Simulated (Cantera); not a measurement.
# Adiabatic ignition

An adiabatic, constant-pressure homogeneous reactor starts with 11.6 % H2, 7.37 % O2, 81.0 % N2, equivalence ratio 0.79, at 1325 K and 0.405 atm.

Model: the H2/O2 subset of GRI-Mech 3.0, which has no nitrogen chemistry, integrated in Cantera.

```json
[
 {"t (s)": "2.00e-6", "T (K)": "1325", "x H2": "0.116", "x O2": "0.0737", "x H2O": "2.21e-10", "x O": "2.81e-10", "x OH": "2.26e-10"},
 {"t (s)": "4.80e-6", "T (K)": "1325", "x H2": "0.116", "x O2": "0.0737", "x H2O": "2.22e-9", "x O": "1.26e-9", "x OH": "9.11e-10"},
 {"t (s)": "1.15e-5", "T (K)": "1325", "x H2": "0.116", "x O2": "0.0737", "x H2O": "2.24e-8", "x O": "6.03e-9", "x OH": "4.10e-9"},
 {"t (s)": "2.76e-5", "T (K)": "1325", "x H2": "0.116", "x O2": "0.0737", "x H2O": "3.68e-7", "x O": "5.90e-8", "x OH": "3.94e-8"},
 {"t (s)": "6.62e-5", "T (K)": "1325", "x H2": "0.116", "x O2": "0.0736", "x H2O": "4.99e-5", "x O": "6.97e-6", "x OH": "4.66e-6"},
 {"t (s)": "0.000159", "T (K)": "1456", "x H2": "0.0178", "x O2": "0.0284", "x H2O": "0.0735", "x O": "0.0127", "x OH": "0.00528"},
 {"t (s)": "0.000381", "T (K)": "1712", "x H2": "0.0157", "x O2": "0.0234", "x H2O": "0.0877", "x O": "0.00930", "x OH": "0.00739"},
 {"t (s)": "0.000913", "T (K)": "1901", "x H2": "0.0118", "x O2": "0.0201", "x H2O": "0.100", "x O": "0.00542", "x OH": "0.00770"},
 {"t (s)": "0.00219", "T (K)": "2030", "x H2": "0.00683", "x O2": "0.0178", "x H2O": "0.111", "x O": "0.00254", "x OH": "0.00639"},
 {"t (s)": "0.00525", "T (K)": "2102", "x H2": "0.00296", "x O2": "0.0165", "x H2O": "0.117", "x O": "0.000969", "x OH": "0.00436"},
 {"t (s)": "0.0126", "T (K)": "2129", "x H2": "0.00132", "x O2": "0.0162", "x H2O": "0.120", "x O": "0.000415", "x OH": "0.00297"},
 {"t (s)": "0.0302", "T (K)": "2132", "x H2": "0.00110", "x O2": "0.0162", "x H2O": "0.121", "x O": "0.000347", "x OH": "0.00272"},
 {"t (s)": "0.0725", "T (K)": "2132", "x H2": "0.00110", "x O2": "0.0162", "x H2O": "0.121", "x O": "0.000346", "x OH": "0.00272"},
 {"t (s)": "0.174", "T (K)": "2132", "x H2": "0.00110", "x O2": "0.0162", "x H2O": "0.121", "x O": "0.000346", "x OH": "0.00272"},
 {"t (s)": "0.417", "T (K)": "2132", "x H2": "0.00110", "x O2": "0.0162", "x H2O": "0.121", "x O": "0.000346", "x OH": "0.00272"},
 {"t (s)": "1.00", "T (K)": "2132", "x H2": "0.00110", "x O2": "0.0162", "x H2O": "0.121", "x O": "0.000346", "x OH": "0.00272"}
]
```
x: mole fraction; the columns are a selection and need not sum to one.

| Property | Result |
|---|---|
| time of steepest temperature rise | 0.132 ms |
| temperature at 1.00 s | 2132 K |
| equilibrium temperature | 2132 K |
| x(H2) at 1.00 s | 0.00110 (gas-phase equilibrium 0.00110) |
| x(O2) at 1.00 s | 0.0162 (gas-phase equilibrium 0.0162) |
| x(H2O) at 1.00 s | 0.121 (gas-phase equilibrium 0.121) |
